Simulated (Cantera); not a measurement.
Feed: 1 mol B2H6, 0.24 mol O2, 190 mol H2, at 5.70 Torr.

Method: chemical equilibrium by Gibbs-energy minimisation in Cantera with the NASA 1993 tables (ideal gas, pure condensed phases). Candidate condensed phases: B, B2O3, B3O3H3, H2O; 23 gas species. The feed counts by its element totals alone. Mutual solubility and eutectic melting of coexisting phases are not modelled. Kinetics and transport are ignored.

**Question.** Which condensed phases are stable at each of these points (T (°C)): 575, 675, 775, 875, 975, 1075, 1175, 1275?

**Answer.** 
| T (°C) | condensed phases | B condensed (%) |
|---|---|---|
| 575 | B(s) + B2O3(l) | 88.0 |
| 675 | B(s) + B2O3(l) | 85.6 |
| 775 | B(s) + B2O3(l) | 83.7 |
| 875 | B(s) + B2O3(l) | 80.4 |
| 975 | B(s) | 76.2 |
| 1075 | B(s) | 76.2 |
| 1175 | B(s) | 76.0 |
| 1275 | B(s) | 75.9 |

From 575 °C to 875 °C the condensed part is B(s) + B2O3(l). From 975 °C to 1275 °C the condensed part is B(s).
